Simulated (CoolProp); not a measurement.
The fluid at 298.15 K and 12.9 MPa is throttled through a valve to 6.61 MPa with no heat exchange. The same conditions are run with several fluids, on thermodynamics alone (safety and materials aside).

Model: reference Helmholtz-energy equation of state of each fluid (oxygen: Schmidt 1985; methane: Setzmann 1991; dry air: Lemmon 2000; normal hydrogen: Leachman 2009; carbon monoxide: Lemmon 2006), in CoolProp. Blends and air are pseudo-pure fits.

```csv
fluid,temperature change (K),final density (kg/m³)
oxygen,-13.6,93.7
methane,-22.5,(withheld)
dry air,-10.2,(withheld)
normal hydrogen,(withheld),(withheld)
carbon monoxide,-10.6,(withheld)
```

### Question
Complete the blanks.

### Answer

- methane, final density (kg/m³): 54.2
- dry air, final density (kg/m³): 81.3
- normal hydrogen, temperature change (K): +2.2
- normal hydrogen, final density (kg/m³): 5.13
- carbon monoxide, final density (kg/m³): 78.7
